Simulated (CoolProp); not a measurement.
Values from CoolProp's reference Helmholtz-energy equation of state, Gedanitz 2015.

**Question.** For cyclopentane, give the phase and the Joule-Thomson coefficient (K/MPa), isothermal compressibility (1/MPa), fugacity coefficient at 210.6 K and 1170 kPa; 274.6 K and 1170 kPa; 317.2 K and 1170 kPa.

**Answer.** 
- 210.6 K and 1170 kPa: liquid; Joule-Thomson coefficient -0.635, isothermal compressibility 0.000627, fugacity coefficient 0.000214
- 274.6 K and 1170 kPa: liquid; Joule-Thomson coefficient -0.508, isothermal compressibility 0.00106, fugacity coefficient 0.0135
- 317.2 K and 1170 kPa: liquid; Joule-Thomson coefficient -0.401, isothermal compressibility 0.00157, fugacity coefficient 0.0735
